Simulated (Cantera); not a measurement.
## Reactions in the system H-O-P

Standard-state values (1 bar) from the NASA 1993 polynomials, evaluated with Cantera. Values are per mole of reaction as written; species without (g) are pure solids or liquids, kept so even where they would boil at 1 bar.

12 H(g) + P4O10 → 4 PH3(g) + 5 O2(g)

```tsv
T (K)	ΔH° (kJ)	ΔS° (J/K)	ΔG° (kJ)	log10 K
448	388.0	186.7	304.4	-35.49
498	377.8	165.1	295.6	-31.00
548	367.2	144.8	287.9	-27.44
598	356.3	125.8	281.1	-24.55
648	345.1	107.8	275.3	-22.19
```
